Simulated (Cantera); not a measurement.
Feed: 1 mol Ta, 0.32 mol H₂O, at 802 °C and 0.560 bar.

Cantera equilibrium calculation (NASA polynomials, part measured and part estimated; ideal gas, pure solids and liquids). Candidate condensed phases: H₂O, Ta, Ta₂O₅; 12 gas species. Mutual solubility and eutectic melting of coexisting phases are not modelled. Condensed phases not in the tables: N, O or C dissolved in the metal. Kinetics and transport are ignored.

### Question
What is the equilibrium state?

### Answer
```
Property         Result
-----------  ----------
x(H₂)             1.000
n(Ta(s))      0.872 mol
n(Ta₂O₅(s))  0.0640 mol
gas amount   0.3200 mol
```
